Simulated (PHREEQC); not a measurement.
Dissolve 0.2 mmol/kgw NaOH and 0.48 mmol/kgw HCl at 25 °C. Closed to the air; pH follows from the charge balance.

Computed with PHREEQC (ion-association model, wateq4f.dat).

```
Property                    Result
----------------  ----------------
pH                            3.56
ionic strength    0.000480 mol/kgw
total alkalinity     -0.280 meq/kg
```

```json
[
 {"species": "Cl-", "molality": "0.000480", "activity": "0.000468", "log γ": "-0.011"},
 {"species": "H+", "molality": "0.000280", "activity": "0.000273", "log γ": "-0.010"},
 {"species": "Na+", "molality": "0.000200", "activity": "0.000195", "log γ": "-0.011"}
]
```

No solid was allowed to form. Species that the database lacks are ignored.
